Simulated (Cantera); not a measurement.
Stirred combustor or abatement burner

A perfectly stirred reactor is fed with 4.57 % C2H4, 19.3 % O2, 72.7 % N2, 3.43 % H2O, equivalence ratio 0.71, at 4.93 atm; it is adiabatic with a 523 K inlet, and is followed from long to short residence time, starting on the burning branch (τ in s: 0.051, 0.019, 0.0069, 0.0026, 0.00095, 0.00035, 0.00013, 4.8e-05, 1.8e-05, 6.5e-06).

Cantera simulation using GRI-Mech 3.0 (53 species, 325 reactions); the numbers are that mechanism's predictions, not measurements. GRI-Mech 3.0 was tuned for natural gas; its chemistry of ethylene as a main component is partial and can be far from experiment.

```json
[
 {"τ (s)": "0.051", "T (K)": "2124", "x C2H4": "1.29e-6", "x O2": "0.0557", "x H2O": "0.124", "x CH3": "9.55e-8", "x CO": "0.000747", "x C2H2": "1.40e-6"},
 {"τ (s)": "0.019", "T (K)": "2122", "x C2H4": "3.18e-6", "x O2": "0.0559", "x H2O": "0.124", "x CH3": "2.43e-7", "x CO": "0.000952", "x C2H2": "3.21e-6"},
 {"τ (s)": "0.0069", "T (K)": "2116", "x C2H4": "7.41e-6", "x O2": "0.0562", "x H2O": "0.124", "x CH3": "5.98e-7", "x CO": "0.00144", "x C2H2": "6.47e-6"},
 {"τ (s)": "0.0026", "T (K)": "2105", "x C2H4": "1.53e-5", "x O2": "0.0566", "x H2O": "0.123", "x CH3": "1.34e-6", "x CO": "0.00241", "x C2H2": "1.08e-5"},
 {"τ (s)": "0.00095", "T (K)": "2082", "x C2H4": "3.02e-5", "x O2": "0.0574", "x H2O": "0.122", "x CH3": "2.95e-6", "x CO": "0.00427", "x C2H2": "1.64e-5"},
 {"τ (s)": "0.00035", "T (K)": "2044", "x C2H4": "5.83e-5", "x O2": "0.0588", "x H2O": "0.121", "x CH3": "6.30e-6", "x CO": "0.00747", "x C2H2": "2.41e-5"},
 {"τ (s)": "0.00013", "T (K)": "1985", "x C2H4": "0.000116", "x O2": "0.0615", "x H2O": "0.118", "x CH3": "1.35e-5", "x CO": "0.0127", "x C2H2": "3.63e-5"},
 {"τ (s)": "4.8e-5", "T (K)": "1893", "x C2H4": "0.000265", "x O2": "0.0665", "x H2O": "0.115", "x CH3": "3.13e-5", "x CO": "0.0213", "x C2H2": "6.12e-5"},
 {"τ (s)": "1.8e-5", "T (K)": "1723", "x C2H4": "0.000977", "x O2": "0.0795", "x H2O": "0.111", "x CH3": "0.000101", "x CO": "0.0385", "x C2H2": "0.000153"},
 {"τ (s)": "6.5e-6", "T (K)": "523", "x C2H4": "0.0457", "x O2": "0.193", "x H2O": "0.0343", "x CH3": "<1e-12", "x CO": "<1e-12", "x C2H2": "<1e-12"}
]
```
x: mole fraction; the columns are a selection and need not sum to one.
